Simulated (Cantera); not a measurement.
A freely propagating, adiabatic, planar premixed flame of H2 : O2 : N2 = 1 : 0.562 : 2.53 (molar parts), equivalence ratio 0.89, unburnt at 500 K and 0.130 bar; unity-Lewis-number transport, grid criteria slope 0.08 and curve 0.16, no radiation.

Detailed kinetics in Cantera: the H2/O2 subset of GRI-Mech 3.0, which has no nitrogen chemistry. Unity Lewis numbers drop preferential diffusion, which matters most where H2 and H carry the flame. Burning velocities carry a grid error of a few per cent, more on coarse grids.

x: mole fraction of selected species; z is measured from the peak of heat release.

```json
[
 {"z (mm)": "-14.3", "T (K)": "500", "u (m/s)": "2.18", "x H2": "0.244", "x O2": "0.137", "x H2O": "<1e-8", "x HO2": "<1e-8", "x OH": "<1e-8", "x H2O2": "<1e-8"},
 {"z (mm)": "-9.53", "T (K)": "500", "u (m/s)": "2.18", "x H2": "0.244", "x O2": "0.137", "x H2O": "5.19e-8", "x HO2": "<1e-8", "x OH": "<1e-8", "x H2O2": "<1e-8"},
 {"z (mm)": "-7.15", "T (K)": "500", "u (m/s)": "2.18", "x H2": "0.244", "x O2": "0.137", "x H2O": "6.65e-7", "x HO2": "2.42e-8", "x OH": "<1e-8", "x H2O2": "<1e-8"},
 {"z (mm)": "-4.77", "T (K)": "500", "u (m/s)": "2.18", "x H2": "0.244", "x O2": "0.137", "x H2O": "?", "x HO2": "?", "x OH": "<1e-8", "x H2O2": "?"},
 {"z (mm)": "-2.38", "T (K)": "517", "u (m/s)": "2.25", "x H2": "0.243", "x O2": "0.136", "x H2O": "0.00207", "x HO2": "4.29e-5", "x OH": "5.79e-6", "x H2O2": "1.19e-6"},
 {"z (mm)": "-1.19", "T (K)": "687", "u (m/s)": "2.96", "x H2": "0.218", "x O2": "0.125", "x H2O": "0.0271", "x HO2": "3.71e-5", "x OH": "0.000218", "x H2O2": "1.28e-6"},
 {"z (mm)": "0", "T (K)": "1089", "u (m/s)": "4.57", "x H2": "0.0997", "x O2": "0.0743", "x H2O": "0.128", "x HO2": "1.25e-5", "x OH": "0.00246", "x H2O2": "6.03e-7"},
 {"z (mm)": "1.19", "T (K)": "?", "u (m/s)": "5.50", "x H2": "?", "x O2": "?", "x H2O": "0.185", "x HO2": "?", "x OH": "?", "x H2O2": "?"},
 {"z (mm)": "2.38", "T (K)": "1448", "u (m/s)": "5.93", "x H2": "0.0322", "x O2": "0.0378", "x H2O": "0.195", "x HO2": "4.32e-6", "x OH": "0.00829", "x H2O2": "6.43e-7"},
 {"z (mm)": "4.77", "T (K)": "1583", "u (m/s)": "6.41", "x H2": "0.0320", "x O2": "0.0347", "x H2O": "0.204", "x HO2": "3.31e-6", "x OH": "0.0103", "x H2O2": "3.95e-7"},
 {"z (mm)": "9.53", "T (K)": "1725", "u (m/s)": "6.91", "x H2": "0.0302", "x O2": "0.0314", "x H2O": "0.214", "x HO2": "2.48e-6", "x OH": "0.0121", "x H2O2": "2.08e-7"},
 {"z (mm)": "19.1", "T (K)": "1866", "u (m/s)": "7.39", "x H2": "0.0266", "x O2": "0.0280", "x H2O": "0.225", "x HO2": "1.82e-6", "x OH": "0.0130", "x H2O2": "1.10e-7"},
 {"z (mm)": "38.1", "T (K)": "1994", "u (m/s)": "7.82", "x H2": "0.0215", "x O2": "0.0247", "x H2O": "0.237", "x HO2": "1.32e-6", "x OH": "0.0129", "x H2O2": "6.50e-8"}
]
```

Q: Fill in the missing entries.

A: 
- -4.77, x H2O: 1.64e-5
- -4.77, x HO2: 5.83e-7
- -4.77, x H2O2: 1.63e-8
- 1.19, T (K): 1331
- 1.19, x H2: 0.0355
- 1.19, x O2: 0.0424
- 1.19, x HO2: 5.68e-6
- 1.19, x OH: 0.00637
- 1.19, x H2O2: 7.90e-7
